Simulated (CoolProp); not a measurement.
The fluid at 237.98 K and 0.0626 MPa expands adiabatically to 0.00555 MPa with isentropic efficiency 1. The same conditions are run with several fluids, on thermodynamics alone (safety and materials aside).

Model: reference Helmholtz-energy equation of state of each fluid (C3F8 (R218): Lemmon 2006; R22: Kamei 1995; fluoroethane (R161): Wu 2012; R13: Platzer 1990; R125: Lemmon 2005), in CoolProp. The equations of Platzer and Polt are older, rougher fits.

```
fluid                work (kJ/kg)  final temperature (K)                       final phase  final density (kg/m³)
-------------------  ------------  ---------------------  --------------------------------  ---------------------
C3F8 (R218)                  23.1                  200.7                               gas                  0.629
R22                          46.0                  184.9  two-phase, vapour fraction 0.929                  0.337
fluoroethane (R161)          83.4                  187.2  two-phase, vapour fraction 0.928                  0.185
R13                          38.1                  161.8                               gas                  0.433
R125                         34.7                  181.8                               gas                  0.443
```
